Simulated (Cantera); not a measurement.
An isothermal, constant-pressure homogeneous reactor starts with C2H6 : N2 = 1 : 1.6 (molar parts), at 1975 K and 5.70 Torr.

Cantera simulation using GRI-Mech 3.0 (53 species, 325 reactions); the numbers are that mechanism's predictions, not measurements. GRI-Mech 3.0 stops at C3 and has no aromatics, soot or wall deposition, so with more carbon than oxygen in the feed, carbon stays in small species such as C2H2 where larger ones or solid carbon would form. Radical loss at walls, strong at low pressure, is not modelled.

Question: Predict: x(C2H) at 40.0 s; x(HCN) at 40.0 s; x(C2H2) at 40.0 s; x(CH3) at 40.0 s; x(CH4) at 40.0 s; x(H2) at 40.0 s.

Answer: 
```
Property                                             Value
-----------------  ---------------------------------------
x(C2H) at 40.0 s   8.95e-5 (gas-phase equilibrium 6.12e-5)
x(HCN) at 40.0 s    0.000400 (gas-phase equilibrium 0.137)
x(C2H2) at 40.0 s      0.216 (gas-phase equilibrium 0.148)
x(CH3) at 40.0 s   6.09e-6 (gas-phase equilibrium 6.91e-6)
x(CH4) at 40.0 s   1.27e-5 (gas-phase equilibrium 1.45e-5)
x(H2) at 40.0 s        0.427 (gas-phase equilibrium 0.427)
```
